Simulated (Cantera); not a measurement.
What does this Cantera script print?

```python
import numpy as np
import cantera as ct

gas_names = """
    CL CL2 H HCL H2 N NH NH2 NH3 N2 N2H2 N2H4 Si SiCL SiCL2 SiCL3 SiCL4 SiH SiHCL3 SiH2 SiH2CL2 SiH3
    SiH3CL SiH4 SiN Si2 Si2N Si3
""".split()
cond_names = """
    NH4CL(a) NH4CL(b) Si(cr) Si(L) Si3N4(a)
""".split()


# ... load() reads the species with a 1 bar reference pressure and builds the phases ...
atoms = {
    'Si': {'Si': 1},
    'HCl': {'H': 1, 'CL': 1},
    'N2': {'N': 2},
}
top_T = {'Si3N4(a)': 2400}  # K; cautious upper limits of use, not melting points


# ... equilibrate(T, P, feed) seeds the gas with the atoms and calls Mixture.equilibrate('TP', solver="vcs", rtol=1e-11, max_steps=5000) ...
results = []
feed = {'Si': 1, 'HCl': 5.7, 'N2': 91}  # mol
P = 510  # Pa
for T in [450, 650, 850, 1050, 1250, 1450, 1650]:
    mix = equilibrate(T, P, feed)
    results.append((T, P, feed, dict(zip(mix.species_names, mix.species_moles))))
    x = sorted(zip(gas.X, gas.species_names), reverse=True)
    print(f"T = {T:g} K  P = {P:g} Pa  gas = {mix.phase_moles(0):.4g} mol")
    print("   x: " + "  ".join(f"{s} {v:.3e}" for v, s in x if v > 0.0001))
    print("   condensed (mol): " + ("  ".join(f"{mix.phase(i).name} {mix.phase_moles(i):.4g}"
          for i in range(1, mix.n_phases) if mix.phase_moles(i) > 1e-12) or "none"))
```

Output:

```
T = 450 K  P = 510 Pa  gas = 95.73 mol
   x: N2 9.499e-01  HCL 2.177e-02  H2 1.886e-02  SiCL4 9.443e-03
   condensed (mol): Si3N4(a) 0.032
T = 650 K  P = 510 Pa  gas = 95.84 mol
   x: N2 9.465e-01  HCL 3.549e-02  H2 1.199e-02  SiCL4 5.996e-03
   condensed (mol): Si3N4(a) 0.1418
T = 850 K  P = 510 Pa  gas = 95.89 mol
   x: N2 9.450e-01  HCL 4.185e-02  H2 8.794e-03  SiCL4 4.396e-03
   condensed (mol): Si3N4(a) 0.1928
T = 1050 K  P = 510 Pa  gas = 95.92 mol
   x: N2 9.442e-01  HCL 4.506e-02  H2 7.178e-03  SiCL4 3.560e-03
   condensed (mol): Si3N4(a) 0.2182
T = 1250 K  P = 510 Pa  gas = 96.01 mol
   x: N2 9.435e-01  HCL 4.615e-02  H2 6.606e-03  SiCL4 2.558e-03  SiCL2 7.161e-04  SiCL3 5.059e-04
   condensed (mol): Si3N4(a) 0.2119
T = 1450 K  P = 510 Pa  gas = 96.63 mol
   x: N2 9.417e-01  HCL 3.719e-02  H2 1.089e-02  SiCL2 9.137e-03  SiCL3 8.082e-04  SiCL4 2.612e-04
   condensed (mol): Si3N4(a) 0.004369
T = 1650 K  P = 510 Pa  gas = 96.71 mol
   x: N2 9.410e-01  HCL 3.760e-02  H2 1.060e-02  SiCL2 1.004e-02  CL 3.641e-04  SiCL3 2.722e-04  H 1.310e-04
   condensed (mol): none
```

Method: chemical equilibrium by Gibbs-energy minimisation in Cantera with the NASA 1993 tables (ideal gas, pure condensed phases). N2 is the only nitrogen source here; it is nearly inert below about 1500 K, so the nitride shown seldom forms there in practice. The tables' values for SiCl3 are old estimates; treat these amounts as uncertain.
